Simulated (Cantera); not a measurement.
A perfectly stirred reactor is fed with 15.4 % CO, 6.79 % H₂, 16.4 % O₂, 61.4 % N₂, equivalence ratio 0.68, at 1.80 bar; it is adiabatic with a 800 K inlet, and is followed from long to short residence time, starting on the burning branch (τ in s: 0.14, 0.071, 0.035, 0.018, 0.0088, 0.0044, 0.0022, 0.0011, 0.00055, 0.00028, 0.00014, 6.9e-05, 3.5e-05).

Cantera simulation using GRI-Mech 3.0 (53 species, 325 reactions); the numbers are that mechanism's predictions, not measurements.

x: mole fraction; the columns are a selection and need not sum to one.

```csv
τ (s),T (K),x CO,x H₂,x O₂,x CO₂,x HO₂
0.14,2380,0.00994,0.000755,0.0581,0.162,3.88e-6
0.071,2379,0.0102,0.000777,0.0587,0.162,3.91e-6
0.035,2376,0.0108,0.000821,0.0596,0.161,3.94e-6
0.018,2369,0.0119,0.000899,0.0607,0.160,3.96e-6
0.0088,2353,0.0139,0.00106,0.0621,0.158,4.00e-6
0.0044,2323,0.0172,0.00133,0.0639,0.154,4.19e-6
0.0022,2274,0.0221,0.00176,0.0660,0.149,4.86e-6
0.0011,2207,0.0284,0.00236,0.0685,0.141,6.48e-6
0.00055,2123,0.0356,0.00310,0.0714,0.133,9.49e-6
0.00028,2028,0.0432,0.00393,0.0744,0.124,1.41e-5
0.00014,1915,0.0519,0.00482,0.0780,0.114,2.09e-5
6.9e-5,1779,(withheld),(withheld),0.0835,(withheld),(withheld)
3.5e-5,1614,0.0824,0.00688,0.0939,0.0801,4.69e-5
```

Q: Fill in the missing entries.

A: 
- 6.9e-5, x CO: 0.0634
- 6.9e-5, x H₂: 0.00572
- 6.9e-5, x CO₂: 0.101
- 6.9e-5, x HO₂: 3.08e-5
